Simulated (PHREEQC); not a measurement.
PHREEQC input (ion-association model, wateq4f.dat):

```
SOLUTION_MASTER_SPECIES
  An  An-  0  An  62.0  # stands for a non-complexing anion
SOLUTION_SPECIES
  An- = An-
    -log_k 0
    -gamma 3.0 0
PHASES
  Fix_H+
    H+ = H+
    -log_k 0
SOLUTION 1
  temp 25
  units mmol/kgw
  pH 7 charge
  Cl 0.0838
  Ni 0.034
  Ba 0.0079
  Na 100
  An 100
END
SELECTED_OUTPUT 1
  -reset false
  -pH true
  -pe true
  -ionic_strength true
  -water true
  -totals Ba Cl Na Ni
  -molalities Hfo_wOH Hfo_wOH2+ Hfo_wO- Hfo_sOH Hfo_sOH2+ Hfo_sO- Hfo_sOHBa+2 Hfo_wOBa+ Hfo_sONi+ Hfo_wONi+
  -saturation_indices Ni(OH)2 Halite
USER_PUNCH 1
  -headings sigma psi
  10 PUNCH EDL("sigma", "Hfo"), EDL("psi", "Hfo")
PRINT
  -reset false
USE solution 1
SURFACE 1
  Hfo_wOH 0.000152809 600 0.068
  Hfo_sOH 3.82022e-06
EQUILIBRIUM_PHASES 1
  Fix_H+ -4 HAn 10
    -force_equality true
  O2(g) -0.68 10
END
# ... the last block is repeated for the other 16 points of pH, with NaOH or the acid as the point needs
```

Selected output (columns that matter, 17 of 17 rows; pH added in front):

```
pH	mu	Ba	Na	Ni	m_Hfo_wOH	m_Hfo_wOH2+	m_Hfo_wO-	m_Hfo_sOH	m_Hfo_sOH2+	m_Hfo_sO-	si_Ni(OH)2	si_Halite	sigma	psi
4	0.10032	7.9e-06	0.1	3.3999e-05	2.0365e-05	0.00013237	7.1778e-08	5.0907e-07	3.3088e-06	1.7942e-09	-7.7009	-6.8822	0.32072	0.14654
4.38	0.10024	7.9e-06	0.1	3.3997e-05	3.4586e-05	0.00011799	2.3225e-07	8.6407e-07	2.9478e-06	5.8024e-09	-6.9408	-6.8822	0.28547	0.14062
4.75	0.1002	7.9e-06	0.1	3.3987e-05	5.0989e-05	0.00010123	5.8837e-07	1.2707e-06	2.5227e-06	1.4662e-08	-6.2009	-6.8821	0.24398	0.13264
5.12	0.10018	7.8999e-06	0.1	3.3942e-05	6.7539e-05	8.4024e-05	1.2437e-06	1.6643e-06	2.0705e-06	3.0647e-08	-5.4614	-6.8821	0.20074	0.12276
5.5	0.10016	7.8997e-06	0.1	3.3746e-05	8.2737e-05	6.7743e-05	2.3149e-06	1.9387e-06	1.5873e-06	5.4242e-08	-4.7039	-6.8821	0.15897	0.11103
5.88	0.10015	7.8992e-06	0.1	3.3058e-05	9.5146e-05	5.3742e-05	3.8589e-06	1.8308e-06	1.0341e-06	7.4253e-08	-3.9529	-6.8821	0.12248	0.098085
6.25	0.10014	7.8986e-06	0.1	3.1628e-05	0.0001043	4.2368e-05	5.8824e-06	1.164e-06	4.7283e-07	6.5648e-08	-3.2321	-6.8821	0.09287	0.084667
6.62	0.10013	7.8984e-06	0.1	2.9779e-05	0.00011027	3.3089e-05	8.4181e-06	4.5869e-07	1.3764e-07	3.5017e-08	-2.5183	-6.8821	0.068581	0.070559
7	0.10011	7.8984e-06	0.1	2.6416e-05	0.0001124	2.4779e-05	1.168e-05	1.3951e-07	3.0754e-08	1.4497e-08	-1.8105	-6.8821	0.048958	0.056003
7.38	0.1001	7.8984e-06	0.10001	1.9241e-05	0.00010885	1.6489e-05	1.6462e-05	5.0078e-08	7.5859e-09	7.5732e-09	-1.1885	-6.882	0.034979	0.043162
7.75	0.1001	7.8979e-06	0.10004	1.0447e-05	0.00010004	9.9476e-06	2.3049e-05	2.5832e-08	2.5686e-09	5.9516e-09	-0.7147	-6.8819	0.024718	0.03209
8.12	0.10009	7.8957e-06	0.10006	4.0419e-06	9.0369e-05	6.2266e-06	3.0046e-05	1.7667e-08	1.2173e-09	5.8741e-09	-0.3895	-6.8818	0.014525	0.019626
8.5	0.1001	7.8866e-06	0.10007	1.1219e-06	8.3235e-05	4.3986e-06	3.6082e-05	1.4626e-08	7.7295e-10	6.3405e-09	-0.1926	-6.8818	0.0028654	0.0039627
8.88	0.1001	7.8494e-06	0.10008	2.729e-07	7.8121e-05	3.3831e-06	4.1326e-05	1.3252e-08	5.7386e-10	7.0101e-09	-0.0657	-6.8817	-0.0097913	-0.013401
9.25	0.10012	7.714e-06	0.1001	7.4371e-08	7.317e-05	2.6263e-06	4.67e-05	1.2053e-08	4.3263e-10	7.6929e-09	0.0482	-6.8816	-0.023323	-0.030466
9.62	0.10015	7.2911e-06	0.10014	2.9106e-08	6.6948e-05	1.9318e-06	5.3151e-05	1.0341e-08	2.984e-10	8.2099e-09	0.1851	-6.8815	-0.038635	-0.046747
10	0.10023	6.2608e-06	0.10023	2.3132e-08	5.8306e-05	1.268e-06	6.1422e-05	7.9808e-09	1.7355e-10	8.4073e-09	0.3731	-6.8812	-0.05646	-0.061959
```

Along this series the solution becomes supersaturated in solids that the run did not let form, among them Ni(OH)2. Species that the database lacks are ignored.
